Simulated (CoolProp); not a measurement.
Properties of ethanol along the isobar 0.858 MPa (Tc = 514.7 K, pc = 6.268 MPa, ω = 0.644).

Values from CoolProp's reference Helmholtz-energy equation of state, Schroeder 2014.

```csv
T (K),phase,speed of sound (m/s),isothermal compressibility (1/MPa),Prandtl number
213,liquid,1477,0.0006650,97.1
249.2,liquid,1325,0.0008380,39.1
285.5,liquid,1190,0.001060,19.7
321.8,liquid,1070,0.001360,11.7
358.1,liquid,951.0,0.001828,7.86
394.4,liquid,817.5,0.002726,?
430.7,gas,271.4,1.327,0.941
466.9,gas,289.5,1.260,0.877
503.2,gas,304.6,?,0.846
539.5,gas,317.9,1.207,?
```

Problem. Complete the blanks.

Solution. 
- 394.4, Prandtl number: 5.73
- 503.2, isothermal compressibility (1/MPa): 1.226
- 539.5, Prandtl number: 0.830

Viscosity comes from a separate model (Kiselev 2005). Thermal conductivity comes from a separate model (Assael 2013).
